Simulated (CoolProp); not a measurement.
Vapour-liquid equilibrium of propane (1) + isobutane (2) at -55.95 °C; x and y are mole fractions of (1).

Values from CoolProp's multi-fluid Helmholtz-energy mixture model, Lemmon 2009 and Bücker 2006; pair parameters Kunz 2012.

```csv
x,"bubble pressure, mixture model (kPa)","bubble pressure, Raoult's law (kPa)","y, mixture model","y, Raoult's law"
0.05,13.98,13.92,0.191,0.189
0.125,…,16.98,0.386,0.388
0.2,20.01,20.04,0.520,0.526
0.275,22.95,23.10,0.619,0.627
0.35,25.89,26.16,0.696,0.705
0.425,…,29.21,0.758,0.766
0.5,…,32.27,0.809,0.816
0.575,34.86,35.33,0.851,0.857
0.65,…,38.39,…,0.892
0.725,41.05,41.45,…,0.921
0.8,44.20,44.51,0.945,0.947
0.875,…,47.57,…,0.969
0.95,50.55,50.62,0.988,0.988
```

Task: Some entries are withheld; supply them.

Result: 
- 0.125, bubble pressure, mixture model (kPa): 17.03
- 0.425, bubble pressure, mixture model (kPa): 28.85
- 0.5, bubble pressure, mixture model (kPa): 31.84
- 0.65, bubble pressure, mixture model (kPa): 37.93
- 0.65, y, mixture model: 0.888
- 0.725, y, mixture model: 0.919
- 0.875, bubble pressure, mixture model (kPa): 47.37
- 0.875, y, mixture model: 0.968

The largest gap from Raoult's law is -1.3 % in bubble pressure, at x = 0.5. No azeotrope shows between x = 0.05 and 0.95.

Pair parameters are fitted to limited data, so mixtures are less certain than the pure fluids.
